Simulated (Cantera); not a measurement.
Feed: 1 mol PbO, 0.57 mol H₂, 2.4 mol N₂, equilibrated at 10.0 mbar.

Cantera equilibrium calculation (NASA polynomials, part measured and part estimated; ideal gas, pure solids and liquids). Candidate condensed phases: H₂O, Pb, PbO, PbO₂, Pb₃O₄; 27 gas species. The numbers say what is thermodynamically allowed, not how fast it happens. All values below are at 998 K.

Base state: N₂ 0.807, H₂O 0.192, Pb 0.00155, PbO 2.85e-5, H₂ 2.80e-5 (mole fractions); condensed: Pb(l) + PbO(yellow).

Question: What changes in the equilibrium state with this change: pressure from 10.0 mbar to 13.3 mbar?

Answer: 
| species | before | after |
|---|---|---|
| N₂ | 0.807 | 0.807 |
| H₂O | 0.192 | 0.192 |
| Pb | 0.00155 | 0.00116 |
| PbO | 2.85e-5 | 2.14e-5 |
| H₂ | 2.80e-5 | 2.80e-5 |
| Pb(l), mol | 0.565 | 0.566 |
| PbO(yellow), mol | 0.430 | 0.430 |
